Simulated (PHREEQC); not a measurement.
## Buffer: speciation

Solution (25 °C): 0.0125 mol KH2PO4, 0.00032 mol K2HPO4 and 0.00032 mol KCl per kg of water. Closed to the air; pH follows from the charge balance.

Equilibrium calculation in PHREEQC: ion-association model, phreeqc.dat.

This is a speciation only: nothing precipitates in the calculation.

Problem. Predict the pH.

Solution. pH 5.47.

Problem. In which forms is P present?

Solution. H2PO4- 97 %, HPO4-2 2.5 % of the P.

Species that the database lacks are ignored.
